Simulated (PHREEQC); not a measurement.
A solution holds 0.143 mol/kgw HF, 0.073 mol/kgw (CH3)4NF and 6.2e-05 mol/kgw H2SO4, at 25 °C. Closed to the air; pH follows from the charge balance.

Computed with PHREEQC (ion-association model, phreeqc.dat).

No solid was allowed to form.

Problem. Estimate the pH, ionic strength.

Solution. pH 2.71; ionic strength 0.0754 mol/kgw.

Problem. In which forms is S present?

Solution. SO4-2 91 %, HSO4- 8.9 % of the S.

Complexes and solids missing from the database can't appear. (CH3)4N+ isn't in the database: it is added as a free cation with an ion size of 4 Å.
